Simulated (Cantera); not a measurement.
A freely propagating, adiabatic, planar premixed flame of H₂ : O₂ : N₂ = 1 : 0.312 : 1.47 (molar parts), equivalence ratio 1.6, unburnt at 350 K and 0.150 bar; mixture-averaged transport, grid criteria slope 0.08 and curve 0.16, no radiation.

Computed with Cantera and the H2/O2 subset of GRI-Mech 3.0, which has no nitrogen chemistry. Burning velocities carry a grid error of a few per cent, more on coarse grids.

### Question
Predict: laminar burning velocity; thermal thickness; peak x(HO₂); peak x(H₂O₂); peak x(OH).

### Answer
```json
{
 "laminar_burning_velocity": "258 cm/s",
 "thermal_thickness": "4.64 mm",
 "peak x(HO₂)": "0.000116",
 "peak x(H₂O₂)": "2.96e-5",
 "peak x(OH)": "0.00491"
}
```
